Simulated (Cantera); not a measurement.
An adiabatic, constant-pressure homogeneous reactor starts with 4.15 % CH₄, 0.307 % C₂H₆, 0.361 % C₃H₈, 20.0 % O₂, 75.2 % N₂, at 1725 K and 46000 Pa.

Cantera simulation using GRI-Mech 3.0 (53 species, 325 reactions); the numbers are that mechanism's predictions, not measurements.

x: mole fraction; the columns are a selection and need not sum to one.

```json
[
 {"t (s)": "3.00e-6", "T (K)": "1722", "x CH₄": "0.0415", "x C₂H₆": "(withheld)", "x C₃H₈": "0.00338", "x HCO": "1.16e-8", "x C₂H₄": "0.000155"},
 {"t (s)": "1.02e-5", "T (K)": "1716", "x CH₄": "0.0408", "x C₂H₆": "(withheld)", "x C₃H₈": "0.00277", "x HCO": "3.99e-7", "x C₂H₄": "0.000881"},
 {"t (s)": "3.44e-5", "T (K)": "1744", "x CH₄": "0.0343", "x C₂H₆": "(withheld)", "x C₃H₈": "0.000795", "x HCO": "1.98e-5", "x C₂H₄": "0.00376"},
 {"t (s)": "0.000116", "T (K)": "2286", "x CH₄": "<1e-12", "x C₂H₆": "<1e-12", "x C₃H₈": "<1e-12", "x HCO": "1.25e-8", "x C₂H₄": "<1e-12"},
 {"t (s)": "0.000393", "T (K)": "2413", "x CH₄": "<1e-12", "x C₂H₆": "<1e-12", "x C₃H₈": "<1e-12", "x HCO": "6.47e-9", "x C₂H₄": "<1e-12"},
 {"t (s)": "0.00133", "T (K)": "2558", "x CH₄": "<1e-12", "x C₂H₆": "<1e-12", "x C₃H₈": "<1e-12", "x HCO": "2.87e-9", "x C₂H₄": "<1e-12"},
 {"t (s)": "0.00451", "T (K)": "2579", "x CH₄": "<1e-12", "x C₂H₆": "<1e-12", "x C₃H₈": "<1e-12", "x HCO": "2.45e-9", "x C₂H₄": "<1e-12"},
 {"t (s)": "0.0152", "T (K)": "2571", "x CH₄": "<1e-12", "x C₂H₆": "<1e-12", "x C₃H₈": "<1e-12", "x HCO": "2.34e-9", "x C₂H₄": "<1e-12"},
 {"t (s)": "0.0516", "T (K)": "2568", "x CH₄": "<1e-12", "x C₂H₆": "<1e-12", "x C₃H₈": "<1e-12", "x HCO": "2.30e-9", "x C₂H₄": "<1e-12"},
 {"t (s)": "0.175", "T (K)": "2568", "x CH₄": "<1e-12", "x C₂H₆": "<1e-12", "x C₃H₈": "<1e-12", "x HCO": "2.30e-9", "x C₂H₄": "<1e-12"},
 {"t (s)": "0.591", "T (K)": "2568", "x CH₄": "<1e-12", "x C₂H₆": "<1e-12", "x C₃H₈": "<1e-12", "x HCO": "2.30e-9", "x C₂H₄": "<1e-12"},
 {"t (s)": "2.00", "T (K)": "2568", "x CH₄": "<1e-12", "x C₂H₆": "<1e-12", "x C₃H₈": "<1e-12", "x HCO": "2.30e-9", "x C₂H₄": "<1e-12"}
]
```

**Question.** Complete the blanks.

**Answer.** 
- 3.00e-6, x C₂H₆: 0.00298
- 1.02e-5, x C₂H₆: 0.00266
- 3.44e-5, x C₂H₆: 0.00143
